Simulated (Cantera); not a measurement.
**Thermodynamics of carbon deposition, reforming and gasification, feed n-butane + CO2 + H2**

Input: 1 mol n-butane, 1 mol CO2, 5.9 mol H2, at 0.0133 bar.

Method: chemical equilibrium by Gibbs-energy minimisation in Cantera with the NASA 1993 tables (ideal gas, pure condensed phases). Candidate condensed phases: C, C6H6, C7H8, C8H18, H2O; 110 gas species. Rates play no part.

From 1823 K to 2923 K the condensed part is C(graphite). The main C-bearing gas is CO throughout. The share of C in condensed phases is highest at 1823 K (59.9 %) and lowest at 2923 K (32.9 %).

```tsv
T (K)	x H2	x H	x CO	x C2H2 (acetylene)	x C3	x C2H	x C	n C(graphite)
1823	0.842	0.00344	0.155	0.000178	1.72e-11	7.02e-9	3.47e-11	3.00
1923	0.838	0.00747	0.154	0.000378	2.89e-10	4.80e-8	4.06e-10	2.99
2023	0.830	0.0150	0.154	0.000742	3.64e-9	2.71e-7	3.73e-9	2.98
2123	0.818	0.0281	0.153	0.00135	3.59e-8	1.29e-6	2.77e-8	2.96
2223	0.797	0.0495	0.151	0.00231	2.87e-7	5.30e-6	1.72e-7	2.94
2323	0.765	0.0825	0.149	0.00370	1.91e-6	1.91e-5	9.09e-7	2.90
2423	0.719	0.130	0.145	0.00557	1.08e-5	6.11e-5	4.19e-6	2.84
2523	0.657	0.195	0.140	0.00782	5.31e-5	0.000175	1.71e-5	2.77
2623	0.578	0.277	0.133	0.0102	0.000230	0.000452	6.25e-5	2.66
2723	0.486	0.374	0.126	0.0124	0.000893	0.00106	0.000208	2.51
2823	0.385	0.477	0.117	0.0139	0.00314	0.00225	0.000634	2.25
2923	0.286	0.574	0.108	0.0141	0.0101	0.00435	0.00179	1.65
```
x: gas mole fraction; n: condensed amount in mol.
